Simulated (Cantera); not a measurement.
A Cantera script and what it prints.

```python
import numpy as np
import cantera as ct

gas_names = [...]  # 151 gases of nasa_gas.yaml made of C, H, N, O, Si
cond_names = """
    C(gr) C6H6(L) C7H8(L) C8H18(L),n-octa H2O(s) H2O(L) Si(cr) Si(L) SiC(b) SiO2(Lqz) SiO2(hqz) SiO2(L)
    Si2N2O(s) Si3N4(a)
""".split()


# ... load() reads the species with a 1 bar reference pressure and builds the phases ...
atoms = {
    'TEOS': {'Si': 1, 'C': 8, 'H': 20, 'O': 4},
    'N2O': {'N': 2, 'O': 1},
    'H2': {'H': 2},
}
top_T = {'C(gr)': 4500, 'SiC(b)': 3050, 'Si2N2O(s)': 2100, 'Si3N4(a)': 2400}  # K; cautious upper limits of use, not melting points


# ... equilibrate(T, P, feed) seeds the gas with the atoms and calls Mixture.equilibrate('TP', solver="vcs", rtol=1e-11, max_steps=5000) ...
results = []
feed = {'TEOS': 1, 'N2O': 3.2, 'H2': 8}  # mol
P = 100000  # Pa
for T in [625, 775, 925, 1075, 1225, 1375, 1525]:
    mix = equilibrate(T, P, feed)
    results.append((T, P, feed, dict(zip(mix.species_names, mix.species_moles))))
    x = sorted(zip(gas.X, gas.species_names), reverse=True)
    print(f"T = {T:g} K  P = {P:g} Pa  gas = {mix.phase_moles(0):.4g} mol")
    print("   x: " + "  ".join(f"{s} {v:.3e}" for v, s in x if v > 0.001))
    print("   condensed (mol): " + ("  ".join(f"{mix.phase(i).name} {mix.phase_moles(i):.4g}"
          for i in range(1, mix.n_phases) if mix.phase_moles(i) > 1e-12) or "none"))
```

Output:

```
T = 625 K  P = 100000 Pa  gas = 15.5 mol
   x: CH4 3.959e-01  H2O 2.783e-01  N2 2.062e-01  H2 9.046e-02  CO2 2.833e-02
   condensed (mol): C(gr) 1.416  SiO2(Lqz) 1
T = 775 K  P = 100000 Pa  gas = 17.94 mol
   x: H2 3.375e-01  CH4 2.330e-01  H2O 1.990e-01  N2 1.782e-01  CO2 3.887e-02  CO 1.306e-02
   condensed (mol): C(gr) 2.886  SiO2(Lqz) 1
T = 925 K  P = 100000 Pa  gas = 22.28 mol
   x: H2 5.754e-01  N2 1.436e-01  CO 9.597e-02  H2O 8.208e-02  CH4 7.513e-02  CO2 2.768e-02
   condensed (mol): C(gr) 3.572  SiO2(hqz) 1
T = 1075 K  P = 100000 Pa  gas = 25.41 mol
   x: H2 6.546e-01  CO 1.808e-01  N2 1.259e-01  CH4 1.932e-02  H2O 1.495e-02  CO2 4.441e-03
   condensed (mol): C(gr) 2.802  SiO2(hqz) 1
T = 1225 K  P = 100000 Pa  gas = 26.16 mol
   x: H2 6.735e-01  CO 1.952e-01  N2 1.223e-01  CH4 5.955e-03  H2O 2.584e-03
   condensed (mol): C(gr) 2.724  SiO2(hqz) 1
T = 1375 K  P = 100000 Pa  gas = 26.32 mol
   x: H2 6.786e-01  CO 1.968e-01  N2 1.215e-01  CH4 2.292e-03
   condensed (mol): C(gr) 2.755  SiO2(hqz) 1
T = 1525 K  P = 100000 Pa  gas = 27.37 mol
   x: H2 6.554e-01  CO 2.445e-01  N2 9.850e-02
   condensed (mol): C(gr) 1.271  Si2N2O(s) 0.4999
```

These are equilibrium values from Cantera (NASA tables, ideal gas, pure condensed phases), not measurements of a reactor. The feed counts by its element totals alone. The tables hold silica as quartz up to 1696 K and as liquid above; real silica turns to tridymite and cristobalite and melts near 1996 K.
